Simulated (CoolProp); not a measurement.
A simple Rankine cycle with cyclohexane: condensing at 307.15 K, boiler at 0.293 MPa, turbine inlet 408.8 K, turbine efficiency 0.65, pump efficiency 0.6, no recuperator. Each further row changes one setting.

Computed with CoolProp (reference Helmholtz-energy equation of state, Zhou 2014).

```json
[
 {"case": "as stated", "thermal efficiency (%)": "___", "net work (kJ/kg)": "63.3", "heat in (kJ/kg)": "538", "turbine exit temperature (K)": "___", "volume ratio over the turbine": "14.6"},
 {"case": "turbine inlet 428.8 K", "thermal efficiency (%)": "11.6", "net work (kJ/kg)": "67.2", "heat in (kJ/kg)": "577", "turbine exit temperature (K)": "___", "volume ratio over the turbine": "14.5"},
 {"case": "condensing temperature 299.15 K", "thermal efficiency (%)": "___", "net work (kJ/kg)": "70.9", "heat in (kJ/kg)": "553", "turbine exit temperature (K)": "___", "volume ratio over the turbine": "20.4"},
 {"case": "boiler pressure 0.205 MPa", "thermal efficiency (%)": "10.4", "net work (kJ/kg)": "56.3", "heat in (kJ/kg)": "541", "turbine exit temperature (K)": "373.0", "volume ratio over the turbine": "10.1"},
 {"case": "turbine efficiency 0.55", "thermal efficiency (%)": "___", "net work (kJ/kg)": "___", "heat in (kJ/kg)": "538", "turbine exit temperature (K)": "372.8", "volume ratio over the turbine": "14.8"}
]
```

**Question.** Some entries are withheld; supply them.

**Answer.** 
- as stated, thermal efficiency (%): 11.8
- as stated, turbine exit temperature (K): 366.8
- turbine inlet 428.8 K, turbine exit temperature (K): 387.6
- condensing temperature 299.15 K, thermal efficiency (%): 12.8
- condensing temperature 299.15 K, turbine exit temperature (K): 362.0
- turbine efficiency 0.55, thermal efficiency (%): 9.9
- turbine efficiency 0.55, net work (kJ/kg): 53.5
